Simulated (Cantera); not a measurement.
Cantera run:

```python
import numpy as np
import cantera as ct

gas_names = """
    C CO CO2 C2 C2O C3 C3O2 C4 C5 Cu CuO Cu2 O O2 O3
""".split()
cond_names = """
    C(gr) Cu(cr) Cu(L) CuO(s) Cu2O(s) Cu2O(L)
""".split()


def load(file, names, dense=False):
    # The tables refer to 1 bar. Condensed volumes are neglected.
    table = {s.name: s for s in ct.Species.list_from_file(file)}
    out = []
    for n in names:
        d = dict(table[n].input_data)
        d["thermo"] = dict(d["thermo"], **{"reference-pressure": 1e5})
        if dense:
            d["equation-of-state"] = {"model": "constant-volume", "density": "1e6 g/cm^3"}
        out.append(ct.Species.from_dict(d))
    return out


gas = ct.Solution(thermo="ideal-gas", species=load("nasa_gas.yaml", gas_names))
cond = {s.name: ct.Solution(thermo="fixed-stoichiometry", species=[s], name=s.name)
        for s in load("nasa_condensed.yaml", cond_names, dense=True)}
atoms = {
    'CuO': {'Cu': 1, 'O': 1},
    'CO': {'C': 1, 'O': 1},
}
top_T = {'C(gr)': 4500, 'CuO(s)': 1390}  # K; cautious upper limits of use, not melting points


def equilibrate(T, P, feed):
    n = {}
    for name, mol in feed.items():
        for a, k in atoms[name].items():
            n[a] = n.get(a, 0.0) + k * mol
    gas.TPX = T, P, n
    mass = sum(n.values()) * gas.mean_molecular_weight
    gas.equilibrate("TP")
    valid = [c for c in cond.values() if c.min_temp <= T <= top_T.get(c.name, c.max_temp)]
    mix = ct.Mixture([(gas, mass / gas.mean_molecular_weight)] + [(c, 0.0) for c in valid])
    mix.T, mix.P = T, P
    mix.equilibrate("TP", solver="vcs", rtol=1e-11, max_steps=5000)
    return mix


results = []
feed = {'CuO': 1, 'CO': 1.9}  # mol
T = 1825  # K
P = 14000  # Pa
mix = equilibrate(T, P, feed)
results.append((T, P, feed, dict(zip(mix.species_names, mix.species_moles))))
x = sorted(zip(gas.X, gas.species_names), reverse=True)
print(f"T = {T:g} K  P = {P:g} Pa  gas = {mix.phase_moles(0):.4g} mol")
print("   x: " + "  ".join(f"{s} {v:.3e}" for v, s in x if v > 1e-05))
print("   condensed (mol): " + ("  ".join(f"{mix.phase(i).name} {mix.phase_moles(i):.4g}"
      for i in range(1, mix.n_phases) if mix.phase_moles(i) > 1e-12) or "none"))
```

It prints:

```
T = 1825 K  P = 14000 Pa  gas = 1.91 mol
   x: CO2 5.236e-01  CO 4.712e-01  Cu 5.143e-03  Cu2 1.097e-05
   condensed (mol): Cu(L) 0.9901
```

Method: chemical equilibrium by Gibbs-energy minimisation in Cantera with the NASA 1993 tables (ideal gas, pure condensed phases).
